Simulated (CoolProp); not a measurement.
o-xylene along the isobar 10.8 MPa: Z from the reference equation and from simpler models built on Tc = 357.1 °C, pc = 3.737 MPa, ω = 0.312; each cubic takes its own stable root.

Computed with CoolProp (reference Helmholtz-energy equation of state, Zhou 2012).

```csv
T (°C),phase,reference
64.55,liquid,0.4797
77.95,liquid,0.4674
91.35,liquid,0.4562
104.65,liquid,0.4461
118.05,liquid,0.4368
131.35,liquid,0.4284
144.75,liquid,0.4208
158.15,liquid,0.4139
171.45,liquid,0.4078
184.85,liquid,0.4023
198.15,liquid,0.3974
211.55,liquid,0.3932
224.95,liquid,0.3896
238.25,liquid,0.3867
251.65,liquid,0.3844
264.95,liquid,0.3828
```

Task: How far does each simpler model (Redlich-Kwong, Soave-Redlich-Kwong) lie from the reference over these 16 states: mean and median of the absolute difference, and the worst?

Result: 
- Redlich-Kwong: mean 15.7 %, median 15.6 %, worst +16.3 % at 264.95 °C and 10.8 MPa
- Soave-Redlich-Kwong: mean 12.2 %, median 12.0 %, worst +12.9 % at 64.55 °C and 10.8 MPa
